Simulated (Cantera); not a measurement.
# PbO + O2 + H2 (iron carbonyl, mercury and lead vapours)

Input: 1 mol PbO, 0.027 mol O2, 0.16 mol H2, equilibrated at 1152 °C.

These are equilibrium values from Cantera (NASA tables, ideal gas, pure condensed phases), not measurements of a reactor. Candidate condensed phases: H2O, Pb, PbO, PbO2, Pb3O4; 12 gas species. Each liquid is taken as pure. Mutual solubility and eutectic melting of coexisting phases are not modelled. Gases not in the tables: (PbO)n polymers. Equilibrium is a limit: real reactors are often held back by kinetics, nucleation or transport.

From 10.0 Pa to 460 Pa nothing is condensed. From 3200 Pa to 1000000 Pa the condensed part is Pb(l) + PbO(l).

```
P (Pa)   log p H2O  log p PbO  log p Pb  log p O2  log p H2  log p OH  log p Pb2   n Pb(l)  n PbO(l)
-------  ---------  ---------  --------  --------  --------  --------  ---------  --------  --------
10           -4.92      -4.38     -4.47     -4.89     -8.66     -7.42     -10.60         0         0
68           -4.06      -3.41     -3.80     -4.30     -8.09     -6.84      -9.26         0         0
460          -3.21      -2.51     -3.14     -3.80     -7.49     -6.29      -7.94         0         0
3200         -1.76      -2.49     -1.94     -6.18     -4.85     -6.16      -5.54  0.000122     0.864
22000        -0.69      -2.49     -1.94     -6.18     -3.78     -5.62      -5.54    0.0969     0.892
150000        0.17      -2.49     -1.94     -6.18     -2.92     -5.19      -5.54     0.105     0.894
1000000       1.00      -2.49     -1.94     -6.18     -2.09     -4.78      -5.54     0.106     0.894
```
log p: log10 of the partial pressure in bar; n: condensed amount in mol.
